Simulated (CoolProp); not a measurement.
Values from CoolProp's reference Helmholtz-energy equation of state, Wagner 2002.

For water, give the phase and the cp (kJ/(kg K)), cv (kJ/(kg K)), expansivity (1/kK), Prandtl number at 722.5 K and 56.6 MPa; 742.9 K and 56.6 MPa; 804 K and 56.6 MPa.


- 722.5 K and 56.6 MPa: supercritical; cp 8.04, cv 2.83, expansivity 7.06, Prandtl number 1.27
- 742.9 K and 56.6 MPa: supercritical; cp 8.41, cv 2.80, expansivity 7.93, Prandtl number 1.39
- 804 K and 56.6 MPa: supercritical; cp 6.25, cv 2.56, expansivity 5.51, Prandtl number 1.29

Viscosity comes from a separate model (Huber 2009). Thermal conductivity comes from a separate model (Huber 2012).
